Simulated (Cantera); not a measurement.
Aluminium and copper etching: Al + Cl2 + H2

Input: 1 mol Al, 0.45 mol Cl2, 0.44 mol H2, at 0.0825 Torr.

Equilibrium computed with Cantera from the NASA thermochemical tables; the gas is ideal and each condensed phase is pure. Candidate condensed phases: Al, AlCl3; 12 gas species. The tables' values for AlCl2 are old estimates; treat these amounts as uncertain. Rates play no part.

| T (°C) | x AlCl | x H2 | x AlCl3 | x AlCl2 | x Al | x H | x AlH | x HCl | n Al(l) |
|---|---|---|---|---|---|---|---|---|---|
| 700 | 0.568 | 0.367 | 0.0520 | 0.0130 | 1.62e-7 | 6.24e-8 | 2.92e-8 | 6.80e-5 | 0.240 |
| 750 | 0.651 | 0.335 | 0.00739 | 0.00653 | 1.07e-6 | 2.29e-7 | 1.20e-7 | 6.41e-5 | 0.128 |
| 800 | 0.666 | 0.330 | 0.000944 | 0.00288 | 5.97e-6 | 7.67e-7 | 4.43e-7 | 5.69e-5 | 0.106 |
| 850 | 0.670 | 0.329 | 0.000139 | 0.00133 | 2.84e-5 | 2.33e-6 | 1.46e-6 | 5.07e-5 | 0.102 |
| 900 | 0.671 | 0.329 | 2.41e-5 | 0.000651 | 0.000118 | 6.44e-6 | 4.35e-6 | 4.56e-5 | 0.101 |
| 950 | 0.671 | 0.328 | 4.82e-6 | 0.000339 | 0.000434 | 1.64e-5 | 1.18e-5 | 4.14e-5 | 0.0999 |
| 1000 | 0.670 | 0.328 | 1.10e-6 | 0.000186 | 0.00144 | 3.89e-5 | 2.96e-5 | 3.80e-5 | 0.0983 |
| 1050 | 0.668 | 0.327 | 2.81e-7 | 0.000106 | 0.00437 | 8.64e-5 | 6.90e-5 | 3.50e-5 | 0.0942 |
x: gas mole fraction; n: condensed amount in mol.

From 700 °C to 1050 °C the condensed part is Al(l). The main Al-bearing gas is AlCl throughout. The share of Al in condensed phases is highest at 700 °C (24.0 %) and lowest at 1050 °C (9.4 %).
